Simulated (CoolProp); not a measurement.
Vapour-liquid equilibrium of R152A (1) + R113 (2) at 0.209 MPa; x and y are mole fractions of (1).

Computed with CoolProp (multi-fluid Helmholtz-energy mixture model, Outcalt 1996 and Marx 1992; pair parameters Bell 2016).

### Question
Give the bubble temperature and the first vapour's composition at x = 0.35, 0.8, 0.95. Is there an azeotrope?

### Answer
x = 0.35: 9.0 °C, y = 0.913; x = 0.8: -2.3 °C, y = 0.970; x = 0.95: -5.2 °C, y = 0.990. No azeotrope shows between x = 0.05 and 0.95.

The pair parameters rest on a limited set of measurements; away from them the model extrapolates. With so large a gap from Raoult's law the liquid may split in two, which this calculation doesn't test in full.
